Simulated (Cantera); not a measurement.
A closed system holds: 1 mol Cr, 1.3 mol NH₃, equilibrated at 1098.15 K and 0.00410 bar.

These are equilibrium values from Cantera (NASA tables, ideal gas, pure condensed phases), not measurements of a reactor. Candidate condensed phases: Cr, CrN, Cr₂N; 11 gas species. The numbers say what is thermodynamically allowed, not how fast it happens.

Task: What is the equilibrium state?

Result: 
| Item | Value |
|---|---|
| x(H₂) | 0.830 |
| x(N₂) | 0.170 |
| n(Cr₂N(s)) | 0.500 mol |
| gas amount | 2.350 mol |
| log10 activity of Cr(s) (absent) | -0.28 |
